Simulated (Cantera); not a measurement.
Boron, boron nitride and boron oxide: B₂H₆ + NH₃ + H₂

Feed: 1 mol B₂H₆, 25 mol NH₃, 85 mol H₂, equilibrated at 1875 °C.

These are equilibrium values from Cantera (NASA tables, ideal gas, pure condensed phases), not measurements of a reactor. Candidate condensed phases: B, BN; 15 gas species. The feed counts by its element totals alone. The tables' values for BH₂ are old estimates; treat these amounts as uncertain. Rates play no part.

At 10.0 Pa nothing is condensed. From 32.0 Pa to 1000 Pa the condensed part is B(s). From 3200 Pa to 100000 Pa the condensed part is BN(s). The share of B in condensed phases is highest at 100000 Pa (99.3 %) and lowest at 10.0 Pa (0.0 %).

```csv
P (Pa),x H₂,x H,x N₂,x B,x BH₂,x BH,x BN,x BH₃,n B(s),n BN(s)
10,0.592,0.321,0.0750,0.0113,0.000524,0.000120,2.37e-5,2.00e-7,0,0
32,0.716,0.197,0.0813,0.00413,0.000739,8.62e-5,1.61e-5,5.55e-7,1.24,0
100,0.795,0.118,0.0851,0.00132,0.000820,5.14e-5,9.30e-6,1.15e-6,1.68,0
320,0.843,0.0677,0.0875,0.000413,0.000870,2.96e-5,5.27e-6,2.24e-6,1.81,0
1000,0.871,0.0389,0.0888,0.000132,0.000899,1.70e-5,3.00e-6,4.16e-6,1.85,0
3200,0.894,0.0221,0.0833,2.43e-5,0.000542,5.66e-6,9.56e-7,4.55e-6,0,1.92
10000,0.904,0.0125,0.0836,4.38e-6,0.000309,1.82e-6,3.06e-7,4.61e-6,0,1.96
32000,0.909,0.00703,0.0837,7.65e-7,0.000174,5.69e-7,9.56e-8,4.65e-6,0,1.98
100000,0.912,0.00398,0.0838,1.38e-7,9.86e-5,1.82e-7,3.06e-8,4.67e-6,0,1.99
```
x: gas mole fraction; n: condensed amount in mol.
